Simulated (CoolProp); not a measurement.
C3F8 (R218) at 293.15 K and 4.06 MPa is throttled through a valve to 0.719 MPa with no heat exchange. Each further row changes one setting.

Computed with CoolProp (reference Helmholtz-energy equation of state, Lemmon 2006). It is a short technical equation, of lower accuracy than the large ones.

```
case                       temperature change (K)                       final phase  final density (kg/m³)
-------------------------  ----------------------  --------------------------------  ---------------------
as stated                                    -1.8  two-phase, vapour fraction 0.022                    972
outlet pressure 0.216 MPa              (withheld)                        (withheld)             (withheld)
outlet pressure 0.935 MPa              (withheld)                        (withheld)             (withheld)
```

Q: What belongs in the gaps?

A: 
- outlet pressure 0.216 MPa, temperature change (K): -38.5
- outlet pressure 0.216 MPa, final phase: two-phase, vapour fraction 0.421
- outlet pressure 0.216 MPa, final density (kg/m³): 49.1
- outlet pressure 0.935 MPa, temperature change (K): -0.2
- outlet pressure 0.935 MPa, final phase: liquid
- outlet pressure 0.935 MPa, final density (kg/m³): 1360
